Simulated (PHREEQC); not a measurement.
Make-up at 25 °C: 0.0031 mol Pb(NO3)2 and 0.01 mol H3AsO4 per kg of water. Closed to the air; pH follows from the charge balance.

All values are PHREEQC results (ion-association model, wateq4f.dat), not measurements.

Each row changes one thing in this solution. This is a speciation only: nothing precipitates in the calculation.

| case | pH | ionic strength (mol/kgw) | H2AsO4- (mol/kgw) | H3AsO4 (mol/kgw) | Pb+2 (mol/kgw) | PbNO3+ (mol/kgw) | SI of Pb(OH)2 (Pb(OH)2) | SI of Litharge (PbO) |
|---|---|---|---|---|---|---|---|---|
| as made | 2.31 | 0.0144 | 0.00539 | 0.00461 | 0.00294 | 0.000161 | -6.26 | -10.83 |
| Pb(NO3)2 from 0.0031 to 0.00279 mol/kgw | 2.31 | 0.0135 | 0.00538 | ? | 0.00266 | 0.000133 | -6.30 | -10.87 |
| H3AsO4 from 0.01 to 0.002 mol/kgw | 2.84 | 0.0106 | 0.00159 | 0.000412 | 0.00293 | 0.000170 | -5.19 | -9.76 |
| 0.00026 mol/kgw KCl added | 2.31 | 0.0146 | 0.00539 | 0.00461 | 0.00292 | 0.000160 | -6.27 | -10.84 |
| H3AsO4 from 0.01 to 0.015 mol/kgw | 2.20 | 0.0161 | 0.00709 | 0.00791 | 0.00294 | 0.000158 | -6.51 | -11.08 |
| diluted 2-fold with water | 2.52 | 0.00780 | 0.00324 | 0.00176 | 0.00150 | 4.67e-5 | -6.08 | -10.65 |
| diluted 10-fold with water | 3.08 | 0.00179 | 0.000864 | 0.000136 | 0.000308 | 2.33e-6 | -5.58 | -10.15 |
| temperature from 25 to 80 °C | 2.38 | 0.0137 | 0.00468 | ? | 0.00295 | 0.000154 | -4.56 | -8.85 |
| Pb(NO3)2 from 0.0031 to 0.0155 mol/kgw | 2.32 | 0.0471 | 0.00561 | 0.00439 | 0.0130 | 0.00249 | -5.74 | -10.30 |

Some entries are withheld; supply them.


- Pb(NO3)2 from 0.0031 to 0.00279 mol/kgw, H3AsO4 (mol/kgw): 0.00462
- temperature from 25 to 80 °C, H3AsO4 (mol/kgw): 0.00532

At this temperature some constants are extrapolated from 25 °C, and those without enthalpy data are left unchanged. The database has no arsenate complexes of Pb.
